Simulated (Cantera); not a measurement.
Reactions in the system C-Cl-Ti

Source: NASA polynomial tables (part measured, part estimated), evaluated in Cantera. Values are per mole of reaction as written; species without (g) are pure solids or liquids, kept so even where they would boil at 1 bar.

3 CCl4(g) + 4 Ti → 3 C + 4 TiCl3(g)

```tsv
T (K)	ΔH° (kJ)	ΔS° (J/K)	ΔG° (kJ)	log10 K
1348	-1921.1	168.4	-2148.1	83.24
1448	-1924.2	166.2	-2164.8	78.09
1548	-1927.9	163.7	-2181.3	73.60
1648	-1932.2	161.0	-2197.6	69.65
1748	-1937.1	158.1	-2213.5	66.14
```
